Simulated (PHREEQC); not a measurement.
1 kg of water holding 0.012 mol/kgw NaCl, 0.15 mol/kgw KCl and 0.045 mol/kgw CaCl2 is evaporated at 75 °C; the solids stay in contact with the brine. No CO2 enters from the air. The run lets Halite, Portlandite, Sylvite precipitate or redissolve, and no other solid.

The numbers come from PHREEQC with the Pitzer model, pitzer.dat.

```tsv
water left (kg)	ionic strength	water activity	Sylvite (mol)	Halite (mol)	Ca in solution (mol/kgw)	Na in solution (mol/kgw)	Cl in solution (mol/kgw)
1	0.297	0.993	0	0	0.0450	0.0120	0.252
0.8219	0.361	0.991	0	0	0.0548	0.0146	0.307
0.6755	0.440	0.989	0	0	0.0666	0.0178	0.373
0.5552	0.535	0.987	0	0	0.0811	0.0216	0.454
0.4563	0.651	0.984	0	0	0.0986	0.0263	0.552
0.375	0.792	0.981	0	0	0.120	0.0320	0.672
0.3082	0.964	0.976	0	0	0.146	0.0389	0.818
0.2533	1.17	0.971	0	0	0.178	0.0474	0.995
0.2082	1.43	0.965	0	0	0.216	0.0576	1.21
0.1711	1.74	0.957	0	0	0.263	0.0701	1.47
0.1407	2.11	0.947	0	0	0.320	0.0853	1.79
0.1156	2.57	0.935	0	0	0.389	0.104	2.18
0.09502	3.13	0.920	0	0	0.474	0.126	2.65
0.07809	3.80	0.900	0	0	0.576	0.154	3.23
0.06418	4.63	0.877	0	0	0.701	0.187	3.93
0.05275	5.63	0.847	0	0	0.853	0.227	4.78
0.04335	6.85	0.812	0	0	1.04	0.277	5.81
0.03564	8.33	0.770	0	0	1.26	0.337	7.07
0.0293	10.0	0.726	0.00357	0	1.54	0.410	8.48
0.02407	10.8	0.709	0.0369	0	1.87	0.498	8.93
0.01979	11.8	0.684	0.0636	0	2.27	0.607	9.52
0.01627	13.1	0.649	0.0843	0	2.77	0.737	10.3
0.01337	14.8	0.602	0.0997	0	3.37	0.897	11.4
0.01099	17.0	0.543	0.109	0.000911	4.09	1.01	12.9
```

Sylvite from water left = 0.0293 kg; Halite from water left = 0.01099 kg.

Species that the database lacks are ignored. At this temperature some constants are extrapolated from 25 °C, and those without enthalpy data are left unchanged.
